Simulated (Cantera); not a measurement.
Input (Python, Cantera) and output of one run.

```python
import numpy as np
import cantera as ct

gas_names = """
    CL CLO CL2 H HCL HOCL HO2 H2 H2O H2O2 O OH O2 O3 Si SiCL SiCL2 SiCL3 SiCL4 SiH SiHCL3 SiH2 SiH2CL2
    SiH3 SiH3CL SiH4 SiO SiO2 Si2 Si3
""".split()
cond_names = """
    H2O(s) H2O(L) Si(cr) Si(L) SiO2(Lqz) SiO2(hqz) SiO2(L)
""".split()


def load(file, names, dense=False):
    # The tables refer to 1 bar. Condensed volumes are neglected.
    table = {s.name: s for s in ct.Species.list_from_file(file)}
    out = []
    for n in names:
        d = dict(table[n].input_data)
        d["thermo"] = dict(d["thermo"], **{"reference-pressure": 1e5})
        if dense:
            d["equation-of-state"] = {"model": "constant-volume", "density": "1e6 g/cm^3"}
        out.append(ct.Species.from_dict(d))
    return out


gas = ct.Solution(thermo="ideal-gas", species=load("nasa_gas.yaml", gas_names))
cond = {s.name: ct.Solution(thermo="fixed-stoichiometry", species=[s], name=s.name)
        for s in load("nasa_condensed.yaml", cond_names, dense=True)}
atoms = {
    'SiH2Cl2': {'Si': 1, 'H': 2, 'CL': 2},
    'O2': {'O': 2},
}
top_T = {}  # K; cautious upper limits of use, not melting points


def equilibrate(T, P, feed):
    n = {}
    for name, mol in feed.items():
        for a, k in atoms[name].items():
            n[a] = n.get(a, 0.0) + k * mol
    gas.TPX = T, P, n
    mass = sum(n.values()) * gas.mean_molecular_weight
    gas.equilibrate("TP")
    valid = [c for c in cond.values() if c.min_temp <= T <= top_T.get(c.name, c.max_temp)]
    mix = ct.Mixture([(gas, mass / gas.mean_molecular_weight)] + [(c, 0.0) for c in valid])
    mix.T, mix.P = T, P
    mix.equilibrate("TP", solver="vcs", rtol=1e-11, max_steps=5000)
    return mix


results = []
feed = {'SiH2Cl2': 1, 'O2': 0.91}  # mol
P = 24000  # Pa
for T in [1098, 1148, 1198, 1248, 1298, 1348, 1398, 1448, 1498, 1548, 1598, 1648, 1698]:
    mix = equilibrate(T, P, feed)
    results.append((T, P, feed, dict(zip(mix.species_names, mix.species_moles))))

top = {s: max(r[3][s] / sum(r[3][g] for g in gas_names) for r in results) for s in gas_names}
cols = sorted((s for s in top if top[s] > 0.001), key=lambda s: -top[s])[:8]
seen = [c for c in cond_names if any(r[3].get(c, 0) > 1e-12 for r in results)]
print("log10 of partial pressures in bar; condensed amounts in mol")
print(f"{'T/K':>10s}" + "".join(f"{s[:9]:>10s}" for s in cols + seen))
for T, P, feed, n in results:
    ng = sum(n[g] for g in gas_names)
    print(f"{T:10.4g}" + "".join(f"{np.log10(max(n[s] / ng * P / 1e5, 1e-99)):10.3f}" for s in cols)
          + "".join(f"{n.get(c, 0):10.4g}" for c in seen))
```

Output:

```
log10 of partial pressures in bar; condensed amounts in mol
       T/K       HCL        H2     SiCL4     SiCL3     SiCL2 SiO2(hqz)   SiO2(L)
      1098    -0.686    -1.646    -1.947    -5.183    -7.272      0.91         0
      1148    -0.686    -1.646    -1.948    -4.824    -6.657      0.91         0
      1198    -0.686    -1.647    -1.949    -4.496    -6.097      0.91         0
      1248    -0.686    -1.647    -1.951    -4.196    -5.583      0.91         0
      1298    -0.686    -1.648    -1.954    -3.921    -5.112      0.91         0
      1348    -0.686    -1.650    -1.958    -3.670    -4.680      0.91         0
      1398    -0.685    -1.652    -1.966    -3.441    -4.285      0.91         0
      1448    -0.685    -1.656    -1.979    -3.235    -3.925      0.91         0
      1498    -0.684    -1.662    -1.999    -3.052    -3.601    0.9099         0
      1548    -0.683    -1.672    -2.028    -2.894    -3.314    0.9099         0
      1598    -0.682    -1.686    -2.070    -2.764    -3.066    0.9098         0
      1648    -0.680    -1.705    -2.126    -2.663    -2.857    0.9096         0
      1698    -0.678    -1.728    -2.199    -2.591    -2.687         0    0.9091
```

Method: chemical equilibrium by Gibbs-energy minimisation in Cantera with the NASA 1993 tables (ideal gas, pure condensed phases). The tables' values for SiCl3 are old estimates; treat these amounts as uncertain. The tables hold silica as quartz up to 1696 K and as liquid above; real silica turns to tridymite and cristobalite and melts near 1996 K.
